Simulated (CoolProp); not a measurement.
Vapour-liquid equilibrium of R152A (1) + R227EA (2) at -37.95 °C; x and y are mole fractions of (1).

Computed with CoolProp (multi-fluid Helmholtz-energy mixture model, Outcalt 1996 and Lemmon 2016; pair parameters Bell 2016).

Task: Give the bubble pressure and the first vapour's composition at x = 0.05, 0.75, 0.85. Is there an azeotrope?

Result: x = 0.05: 0.03635 MPa, y = 0.063; x = 0.75: 0.04923 MPa, y = 0.815; x = 0.85: 0.05069 MPa, y = 0.886. No azeotrope shows between x = 0.05 and 0.95.

The pair parameters rest on a limited set of measurements; away from them the model extrapolates. The gap from Raoult's law changes sign with composition, which may be real or a fault of the pair parameters; it wasn't checked against measurements.
